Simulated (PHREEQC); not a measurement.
Make-up at 5 °C: 0.0043 mol/kgw KHCO3 and 5.2e-05 mol/kgw K2HPO4. Closed to the air; pH follows from the charge balance.

Computed with PHREEQC (ion-association model, wateq4f.dat).

No solid was allowed to form.

Problem. Order these P species by the share of P that they hold, largest first: KHPO4-, HPO4-2, H2PO4-.

Solution. HPO4-2 (95 %), H2PO4- (4.6 %), KHPO4- (0.62 %)

The pH is 8.48 and the ionic strength 0.00450 mol/kgw. Complexes and solids missing from the database can't appear. H3PO4, which wateq4f.dat lacks, is added to it with the constant of phreeqc.dat. At this temperature some constants are extrapolated from 25 °C, and those without enthalpy data are left unchanged.
